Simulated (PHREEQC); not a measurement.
Make-up at 20 °C: 120 mmol/kgw NaH2PO4, 19 mmol/kgw HF and 110 mmol/kgw Na2SO4. Closed to the air; pH follows from the charge balance.

Computed with PHREEQC (ion-association model, phreeqc.dat).

Precipitation was switched off in this run.

Problem. Predict the pH.

Solution. pH 3.07.

Problem. In which forms is F present?

Solution. F- 55 %, HF 38 %, NaF 4.2 %, HF2- 2.9 % of the F.
